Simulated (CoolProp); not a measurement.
A single-stage vapour-compression cycle with R123: evaporating at 271.15 K (dew point), condensing at 315.15 K (bubble point), superheat 10 K, subcooling 8 K, compressor efficiency 0.8, no pressure losses. Each further row changes one setting.

Computed with CoolProp (reference Helmholtz-energy equation of state, Younglove 1994). It is a modified Benedict-Webb-Rubin equation, recast in Helmholtz form.

| case | cooling COP | pressure ratio | discharge temperature (K) | refrigerating effect (kJ/kg) | volumetric capacity (kJ/m³) |
|---|---|---|---|---|---|
| as stated | 4.47 | 5.54 | 334.4 | 152 | 302 |
| evaporating temperature 276.15 K | 5.23 | 4.41 | 332.7 | 155 | 381 |
| condensing temperature 310.15 K | … | 4.69 | … | 158 | 312 |
| subcooling 13 K | 4.62 | 5.54 | 334.4 | 158 | 312 |
| superheat 20 K | 4.49 | 5.54 | … | 159 | 303 |
| compressor efficiency 0.7 | 3.91 | 5.54 | 341.0 | 152 | 302 |

Q: Fill in the missing entries.

A: 
- condensing temperature 310.15 K, cooling COP: 5.14
- condensing temperature 310.15 K, discharge temperature (K): 329.0
- superheat 20 K, discharge temperature (K): 345.1
